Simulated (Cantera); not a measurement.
Input: 1 mol NaCl, 67 mol N2, held at 42.8 Torr.

Equilibrium computed with Cantera from the NASA thermochemical tables; the gas is ideal and each condensed phase is pure. Candidate condensed phases: Na, NaCl; 8 gas species. The numbers say what is thermodynamically allowed, not how fast it happens.

### Question
At 950 K, list the 3 most abundant gas species with their mole fractions, and the condensed phases.

### Answer
N2 1.000, NaCl 0.000273, Na2Cl2 9.51e-5. Condensed: NaCl(s).
